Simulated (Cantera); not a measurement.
**Equilibrium for oxide etching and cleaning by halides: CaO + F₂**

A closed system holds: 1 mol CaO, 12 mol F₂, equilibrated at 0.0133 bar.

Method: chemical equilibrium by Gibbs-energy minimisation in Cantera with the NASA 1993 tables (ideal gas, pure condensed phases). Candidate condensed phases: Ca, CaF₂, CaO; 13 gas species. Rates play no part.

```tsv
T (K)	x F	x F₂	x O₂	x CaF₂	x O	x FO	x FO₂	x F₂O	n CaF₂(s)	n CaF₂(l)
625	0.00228	0.954	0.0434	<1e-12	<1e-12	7.74e-10	1.48e-6	1.90e-7	1.00	0
725	0.0196	0.937	0.0431	<1e-12	<1e-12	1.38e-8	2.05e-6	3.57e-7	1.00	0
825	0.0970	0.862	0.0414	<1e-12	<1e-12	1.16e-7	2.45e-6	5.28e-7	1.00	0
925	0.308	0.655	0.0368	<1e-12	2.22e-11	5.35e-7	2.35e-6	5.60e-7	1.00	0
1025	0.631	0.340	0.0298	3.30e-11	4.93e-10	1.39e-6	1.62e-6	3.59e-7	1.00	0
1125	0.862	0.113	0.0247	2.68e-9	6.29e-9	2.28e-6	8.96e-7	1.42e-7	1.00	0
1225	0.945	0.0321	0.0229	1.03e-7	5.52e-8	3.04e-6	4.98e-7	4.82e-8	1.000	0
1325	0.968	0.00982	0.0224	2.22e-6	3.57e-7	3.74e-6	2.99e-7	1.76e-8	1.000	0
1425	0.974	0.00344	0.0223	3.02e-5	1.79e-6	4.44e-6	1.92e-7	7.23e-9	0.999	0
1525	0.976	0.00137	0.0222	0.000276	7.32e-6	5.13e-6	1.31e-7	3.32e-9	0.994	0
1625	0.975	0.000608	0.0222	0.00186	2.51e-5	5.81e-6	9.30e-8	1.66e-9	0.958	0
1725	0.968	0.000292	0.0220	0.00935	7.45e-5	6.41e-6	6.79e-8	8.86e-10	0	0.788
```
x: gas mole fraction; n: condensed amount in mol.

From 625 K to 1625 K the condensed part is CaF₂(s). At 1725 K the condensed part is CaF₂(l).
